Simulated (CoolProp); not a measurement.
Values from CoolProp's reference Helmholtz-energy equation of state, de Reuck 1993.

Give the vapour pressure (MPa), liquid density (kg/m³), surface tension (mN/m), vapour viscosity (µPa s) of saturated methanol at 8.35, 29.45 °C.


```tsv
T (°C)	p (MPa)	liquid density (kg/m³)	surface tension (mN/m)	vapour viscosity (µPa s)
8.35	0.00675	802	23.6	9.10
29.45	0.0213	782	21.8	9.76
```

Viscosity comes from a separate model (Xiang 2006). Surface tension comes from a separate correlation (Mulero 2012).
